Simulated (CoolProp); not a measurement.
Values from CoolProp's reference Helmholtz-energy equation of state, Younglove 1994. It is a modified Benedict-Webb-Rubin equation, recast in Helmholtz form.

Question: For R123, give the phase and the density (kg/m³), cv (kJ/(kg K)), isothermal compressibility (1/MPa) at 334.2 K and 0.687 MPa; 334.2 K and 1.83 MPa.

Answer: 
- 334.2 K and 0.687 MPa: liquid; density 1370, cv 0.737, isothermal compressibility 0.00323
- 334.2 K and 1.83 MPa: liquid; density 1370, cv 0.738, isothermal compressibility 0.00310
